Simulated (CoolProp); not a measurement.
The fluid at 298.15 K and 0.0728 MPa is throttled through a valve to 0.0429 MPa with no heat exchange. The same conditions are run with several fluids, on thermodynamics alone (safety and materials aside).

The numbers come from the reference Helmholtz-energy equation of state of each fluid (R123: Younglove 1994; R152A: Outcalt 1996; R142b: Lemmon 2006; dimethyl ether: Wu 2011; neopentane: Lemmon 2006) in CoolProp.

```tsv
fluid	temperature change (K)	final density (kg/m³)
R123	-1.2	2.71
R152A	-0.8	1.16
R142b	-0.8	1.76
dimethyl ether	-0.7	0.805
neopentane	-0.7	1.27
```
